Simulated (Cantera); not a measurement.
A closed system holds: 1 mol V, 4.1 mol H₂O, at 1150 °C and 5030 Torr.

Equilibrium computed with Cantera from the NASA thermochemical tables; the gas is ideal and each condensed phase is pure. Candidate condensed phases: H₂O, V, VO, V₂O₃, V₂O₄, V₂O₅; 12 gas species. Condensed phases not in the tables: the oxides between V₂O₃ and V₂O₅ other than VO₂. Equilibrium is a limit: real reactors are often held back by kinetics, nucleation or transport.

Base state: H₂O 0.634, H₂ 0.366 (mole fractions); condensed: V₂O₃(s).

### Question
What changes in the equilibrium state with this change: V replaced by Ta(OEt)₅?

### Answer
```
species           before     after
----------------  ------  --------
H₂                 0.366     0.699
CO                     0     0.284
CH₄                    0    0.0125
H₂O                0.634   0.00410
CO₂                    0  0.000735
V₂O₃(s), mol       0.500         0
C(graphite), mol       0      3.23
Ta₂O₅(s), mol          0     0.500
```
The feed counts by its element totals alone. Further candidate phases: C, C₆H₆, C₇H₈, C₈H₁₈, Ta, TaC, Ta₂O₅.
